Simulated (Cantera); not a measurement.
Input: 1 mol CH₃Cl, 0.35 mol F₂, a varied amount of H₂, at 3275 K and 0.0100 bar.

Method: chemical equilibrium by Gibbs-energy minimisation in Cantera with the NASA 1993 tables (ideal gas, pure condensed phases). Candidate condensed phases: C, C₆H₆, C₇H₈, C₈H₁₈; 118 gas species. The numbers say what is thermodynamically allowed, not how fast it happens.

Question: At 8.9 mol H₂, list the 4 most abundant gas species with their mole fractions, and the condensed phases.

Answer: H 0.833, H₂ 0.0591, Cl 0.0429, HF 0.0290. Condensed: gas only.
